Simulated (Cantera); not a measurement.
An isothermal, constant-pressure homogeneous reactor starts with CH₄ : N₂ = 0.13 : 4 (molar parts), at 1800 K and 0.300 bar.

Computed with Cantera and GRI-Mech 3.0 (53 species, 325 reactions). GRI-Mech 3.0 stops at C3 and has no aromatics, soot or wall deposition, so with more carbon than oxygen in the feed, carbon stays in small species such as C2H2 where larger ones or solid carbon would form.

Problem. Predict: x(CH₄) at 2.00 s; x(CH₂) at 2.00 s; x(CH₃) at 2.00 s; x(C₂H₂) at 2.00 s; x(C₂H) at 2.00 s; x(HCN) at 2.00 s.

Solution. 
- x(CH₄) at 2.00 s: 3.86e-5 (gas-phase equilibrium 7.56e-6)
- x(CH₂) at 2.00 s: 8.28e-9 (gas-phase equilibrium 1.63e-9)
- x(CH₃) at 2.00 s: 2.39e-6 (gas-phase equilibrium 4.69e-7)
- x(C₂H₂) at 2.00 s: 0.0152 (gas-phase equilibrium 0.00200)
- x(C₂H) at 2.00 s: 4.10e-7 (gas-phase equilibrium 5.39e-8)
- x(HCN) at 2.00 s: 2.59e-5 (gas-phase equilibrium 0.0265)
